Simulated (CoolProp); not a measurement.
The numbers come from the reference Helmholtz-energy equation of state, Lemmon 2009 in CoolProp.

Q: For propane, give the phase and the cv (kJ/(kg K)), Prandtl number, fugacity coefficient at 390.3 K and 2130 kPa.

A: 
- 390.3 K and 2130 kPa: gas; cv 1.96, Prandtl number 0.820, fugacity coefficient 0.860

Viscosity comes from a separate model (Vogel 1998). Thermal conductivity comes from a separate model (Marsh 2002).
